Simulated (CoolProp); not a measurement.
Toluene along the isobar 4.86 bar: density (kg/m³) from the reference equation and from simpler models built on Tc = 318.6 °C, pc = 41.26 bar, ω = 0.266; each cubic takes its own stable root.

Computed with CoolProp (reference Helmholtz-energy equation of state, Lemmon 2006). It is a short technical equation, of lower accuracy than the large ones.

```tsv
T (°C)	phase	reference
67.05	liquid	822.9
79.25	liquid	811.0
91.35	liquid	799.1
103.45	liquid	787.0
115.55	liquid	774.6
127.65	liquid	761.9
139.75	liquid	748.8
151.85	liquid	735.3
164.05	liquid	721.2
188.25	gas	13.10
200.35	gas	12.62
212.45	gas	12.19
224.55	gas	11.79
```

Question: How far does each simpler model (Redlich-Kwong, Peng-Robinson) lie from the reference over these 13 states: mean and median of the absolute difference, and the worst?

Answer: 
- Redlich-Kwong: mean 16.6 %, median 13.3 %, worst -98.1 % at 164.05 °C and 4.86 bar
- Peng-Robinson: mean 0.9 %, median 0.9 %, worst +1.3 % at 115.55 °C and 4.86 bar

At some of these states Redlich-Kwong gives the other phase, because its saturation line lies elsewhere.
